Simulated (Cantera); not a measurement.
**Thermodynamics of aluminium and copper etching, feed Al + I2 + N2**

Input: 1 mol Al, 0.76 mol I2, 17 mol N2, equilibrated at 8.70 mbar.

Equilibrium computed with Cantera from the NASA thermochemical tables; the gas is ideal and each condensed phase is pure. Candidate condensed phases: Al, AlI3, AlN, I2; 10 gas species. Rates play no part.

```csv
T (K),log p N2,log p I,log p I2,log p AlI3,log p AlI,log p Al2I6,n AlN(s)
598,-2.08,-5.75,-3.62,-4.03,<-14,-6.72,0.814
648,-2.08,-5.27,-3.69,-3.93,<-14,-7.18,0.767
698,-2.08,-4.87,-3.76,-3.87,<-14,-7.60,0.730
748,-2.08,-4.53,-3.84,-3.83,<-14,-8.00,0.704
798,-2.08,-4.23,-3.92,-3.81,<-14,-8.39,0.692
848,-2.08,-3.98,-4.00,-3.82,-12.82,-8.76,0.696
898,-2.08,-3.76,-4.09,-3.85,-11.67,-9.15,0.718
948,-2.08,-3.58,-4.20,-3.92,-10.65,-9.57,0.757
998,-2.09,-3.43,-4.33,-4.03,-9.75,-10.04,0.810
1048,-2.09,-3.31,-4.48,-4.19,-8.95,-10.59,0.868
1098,-2.09,-3.23,-4.68,-4.41,-8.26,-11.24,0.921
1148,-2.10,-3.19,-4.90,-4.69,-7.65,-11.97,0.958
1198,-2.10,-3.16,-5.14,-5.00,-7.12,-12.76,0.979
1248,-2.10,-3.15,-5.39,-5.32,-6.63,-13.55,0.990
```
log p: log10 of the partial pressure in bar; n: condensed amount in mol.

From 598 K to 1248 K the condensed part is AlN(s). The main Al-bearing gas is AlI3 throughout. The share of Al in condensed phases is highest at 1248 K (99.0 %) and lowest at 798 K (69.2 %).
